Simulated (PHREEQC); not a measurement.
Dissolve 0.0032 mol ZnSO4, 0.066 mol NiCl2, 1.2 mol HCl and 0.024 mol Na3PO4 per kg of water at 10 °C. Closed to the air; pH follows from the charge balance.

Equilibrium calculation in PHREEQC: ion-association model, wateq4f.dat.

This is a speciation only: nothing precipitates in the calculation.

Task: What pH, activity of water, ionic strength does the model give?

Result: pH 0.08; activity of water 0.957; ionic strength 1.27 mol/kgw.

Task: In which forms is Zn present?

Result: Zn+2 54 %, ZnCl+ 18 %, ZnCl4-2 12 %, ZnCl3- 10.0 %, ZnCl2 5.8 % of the Zn.

Ionic strength above about 0.7 mol/kgw puts this run outside the model's range. H3PO4, which wateq4f.dat lacks, is added to it with the constant of phreeqc.dat. Constants without temperature data keep their 25 °C values here. The database has no phosphate complexes of Zn, Ni.
